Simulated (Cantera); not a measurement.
An isothermal, constant-pressure homogeneous reactor starts with NO : N2 = 1 : 0.71 (molar parts), at 2123 K and 13300 Pa. Integrator tolerance rtol = 1e-08.

Detailed kinetics in Cantera: GRI-Mech 3.0 (53 species, 325 reactions).

Task: What does this change do: temperature 2123 to 1775 K?

Result: 
| quantity | before | after |
|---|---|---|
| x(NO) at 3.00 s | 0.0274 (gas-phase equilibrium 0.0116) | 0.532 (gas-phase equilibrium 0.00426) |
| x(NO2) at 3.00 s | 1.63e-5 (gas-phase equilibrium 7.01e-6) | 0.000189 (gas-phase equilibrium 4.83e-6) |
| x(N2) at 3.00 s | 0.693 (gas-phase equilibrium 0.701) | 0.441 (gas-phase equilibrium 0.705) |
| x(O2) at 3.00 s | 0.277 (gas-phase equilibrium 0.285) | 0.0261 (gas-phase equilibrium 0.290) |
| x(N2O) at 3.00 s | 4.18e-7 (gas-phase equilibrium 2.23e-7) | 0.000106 (gas-phase equilibrium 8.49e-8) |
| x(O) at 3.00 s | 0.00237 (gas-phase equilibrium 0.00240) | 4.99e-5 (gas-phase equilibrium 0.000142) |

Task: What does this change do: NO 1 to 1.7 parts?

Result: 
```
quantity                                           before                                    after
----------------  ---------------------------------------  ---------------------------------------
x(NO) at 3.00 s     0.0274 (gas-phase equilibrium 0.0116)    0.0277 (gas-phase equilibrium 0.0122)
x(NO2) at 3.00 s  1.63e-5 (gas-phase equilibrium 7.01e-6)  1.82e-5 (gas-phase equilibrium 8.11e-6)
x(N2) at 3.00 s       0.693 (gas-phase equilibrium 0.701)      0.633 (gas-phase equilibrium 0.640)
x(O2) at 3.00 s       0.277 (gas-phase equilibrium 0.285)      0.337 (gas-phase equilibrium 0.345)
x(N2O) at 3.00 s  4.18e-7 (gas-phase equilibrium 2.23e-7)  4.12e-7 (gas-phase equilibrium 2.24e-7)
x(O) at 3.00 s    0.00237 (gas-phase equilibrium 0.00240)  0.00261 (gas-phase equilibrium 0.00264)
```
